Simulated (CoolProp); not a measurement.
Vapour-liquid equilibrium of carbon dioxide (1) + hydrogen sulfide (2) at 0.91 MPa; x and y are mole fractions of (1).

Computed with CoolProp (multi-fluid Helmholtz-energy mixture model, Span 1996 and Lemmon 2006; pair parameters Kunz 2012).

Problem. Give the bubble temperature and the first vapour's composition at x = 0.05, 0.35, 0.8. Is there an azeotrope?

Solution. x = 0.05: 260.6 K, y = 0.246; x = 0.35: 239.6 K, y = 0.711; x = 0.8: 232.2 K, y = 0.882. No azeotrope shows between x = 0.05 and 0.95.

The pair parameters rest on a limited set of measurements; away from them the model extrapolates.
